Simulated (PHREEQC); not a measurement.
PHREEQC input (Pitzer model, pitzer.dat):

```
SOLUTION 1
  temp 20
  units mol/kgw
  pH 7 charge
  Br 0.012
  Na 0.112
  Cl 0.1071
  K 0.0071
  S(6) 0.00082
  Ca 0.00082
END
USE solution 1
INCREMENTAL_REACTIONS false
REACTION 1
  H2O -1
  0 9.886 18.011 24.689 30.178 34.689 38.397 41.444
  43.949 46.007 47.699 49.089 50.232 51.172 51.944 52.578
  53.1 53.528 53.88 54.17 54.408 54.603 54.764 54.896
  55.005 55.094 55.168 55.228 moles
EQUILIBRIUM_PHASES 1
  Arcanite 0 0
  Glaserite 0 0
  Glauberite 0 0
  Gypsum 0 0
  Anhydrite 0 0
  Halite 0 0
  Mirabilite 0 0
  Misenite 0 0
  Portlandite 0 0
  Sylvite 0 0
  Syngenite 0 0
  Thenardite 0 0
SELECTED_OUTPUT 1
  -reset false
  -pH true
  -pe true
  -ionic_strength true
  -water true
  -activities H2O
  -totals Br Ca Cl K Na S
  -molalities H+ Na+ K+ Ca+2 Cl- SO4-2 Br- OH- HSO4-
  -equilibrium_phases Arcanite Glaserite Glauberite Gypsum Anhydrite Halite Mirabilite Misenite Portlandite Sylvite
    Syngenite Thenardite
PRINT
  -reset false
END
```

Selected output (columns that matter, 26 of 28 rows; water left (kg) added in front):

```
water left (kg)	pH	mu	Br	Ca	Cl	K	Na	S	m_H+	m_Na+	m_K+	la_H2O	Gypsum	Halite
1	7.07	0.12238	0.012	0.00082	0.1071	0.0071	0.112	0.00082	1.0563e-07	0.112	0.0071	-0.0017407	0	0
0.821894	7.0672	0.1489	0.0146	0.0009977	0.13031	0.0086386	0.13627	0.0009977	1.0698e-07	0.13627	0.0086386	-0.0021116	0	0
0.675514	7.0639	0.18117	0.017764	0.0012139	0.15855	0.010511	0.1658	0.0012139	1.0828e-07	0.1658	0.010511	-0.0025623	0	0
0.555203	7.0598	0.22042	0.021614	0.0014769	0.1929	0.012788	0.20173	0.0014769	1.0951e-07	0.20173	0.012788	-0.0031105	0	0
0.456313	7.055	0.26819	0.026298	0.001797	0.23471	0.015559	0.24545	0.001797	1.1063e-07	0.24545	0.015559	-0.0037778	0	0
0.375043	7.0491	0.32631	0.031996	0.0021864	0.28557	0.018931	0.29863	0.0021864	1.1159e-07	0.29863	0.018931	-0.0045909	0	0
0.30824	7.042	0.39703	0.038931	0.0026603	0.34746	0.023034	0.36335	0.0026603	1.1232e-07	0.36335	0.023034	-0.0055834	0	0
0.208215	7.0232	0.58776	0.057633	0.0039382	0.51437	0.034099	0.53791	0.0039382	1.1284e-07	0.53791	0.034099	-0.0082816	0	0
0.171138	7.0109	0.7151	0.070119	0.0047915	0.62581	0.041487	0.65444	0.0047915	1.1243e-07	0.65444	0.041487	-0.010105	0	0
0.140655	6.9962	0.87007	0.085315	0.0058299	0.76144	0.050478	0.79628	0.0058299	1.1142e-07	0.79628	0.050478	-0.01235	0	0
0.115613	6.9784	1.0585	0.10379	0.0070927	0.92637	0.061412	0.96875	0.0070927	1.0967e-07	0.96875	0.061412	-0.015125	0	0
0.0950203	6.957	1.2879	0.12629	0.0086297	1.1271	0.074721	1.1787	0.0086297	1.0703e-07	1.1787	0.074721	-0.018575	0	0
0.0780852	6.9312	1.5673	0.15368	0.010501	1.3716	0.090926	1.4343	0.010501	1.0332e-07	1.4343	0.090926	-0.022894	0	0
0.0641769	6.9002	1.9069	0.18698	0.012777	1.6688	0.11063	1.7452	0.012777	9.8366e-08	1.7452	0.11063	-0.028335	0	0
0.0527548	6.8628	2.3198	0.22747	0.015544	2.0301	0.13459	2.123	0.015544	9.2019e-08	2.123	0.13459	-0.035254	0	0
0.0433504	6.818	2.823	0.27681	0.018916	2.4706	0.16378	2.5836	0.018916	8.4142e-08	2.5836	0.16378	-0.044181	0	0
0.0356396	6.7645	3.4338	0.3367	0.023008	3.0051	0.19922	3.1426	0.023008	7.474e-08	3.1426	0.19922	-0.055801	0	0
0.0292979	6.7011	4.1771	0.40959	0.027988	3.6555	0.24234	3.8228	0.027988	6.3887e-08	3.8228	0.24234	-0.07119	0	0
0.0240733	6.6273	5.0836	0.49848	0.034063	4.4489	0.29493	4.6525	0.034063	5.1825e-08	4.6525	0.29493	-0.091953	0	0
0.016269	6.5152	6.6346	0.7376	0.044681	5.7183	0.43641	6.0195	0.044681	3.4661e-08	6.0195	0.43641	-0.13277	9.3085e-05	0.014069
0.0133635	6.5096	6.7145	0.89797	0.04427	5.6394	0.5313	6.0061	0.04427	3.4248e-08	6.0061	0.5313	-0.13484	0.0002284	0.031737
0.0109814	6.5028	6.8118	1.0928	0.043755	5.5441	0.64655	5.9903	0.043755	3.3764e-08	5.9903	0.64655	-0.13736	0.00033951	0.046218
0.00901438	6.4944	6.9316	1.3312	0.043101	5.428	0.78763	5.9716	0.043101	3.3194e-08	5.9716	0.78763	-0.14047	0.00043147	0.05817
0.00740824	6.4841	7.0774	1.6198	0.042278	5.2885	0.95839	5.9499	0.042278	3.2539e-08	5.9499	0.95839	-0.14427	0.00050679	0.067922
0.00607279	6.4711	7.2588	1.976	0.04122	5.1179	1.1692	5.9248	0.04122	3.1779e-08	5.9248	1.1692	-0.14903	0.00056968	0.07602
0.00498998	6.4553	7.4793	2.4048	0.03989	4.9149	1.4229	5.8969	0.03989	3.0933e-08	5.8969	1.4229	-0.15484	0.00062095	0.082575
```

Complexes and solids missing from the database can't appear.
